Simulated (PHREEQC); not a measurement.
## Brine: speciation

Solution (25 °C): 0.59 mol/kgw CaCl2, 0.35 mol/kgw H3BO3 and 5.6e-05 mol/kgw H4SiO4. Closed to the air; pH follows from the charge balance.

The numbers come from PHREEQC with the Pitzer model, pitzer.dat.

No solid was allowed to form.

Q: Predict the pH, density.

A: pH 3.93; density 1.056 g/cm³.

Complexes and solids missing from the database can't appear. In brines, pH and single-ion activities rest on the MacInnes convention.
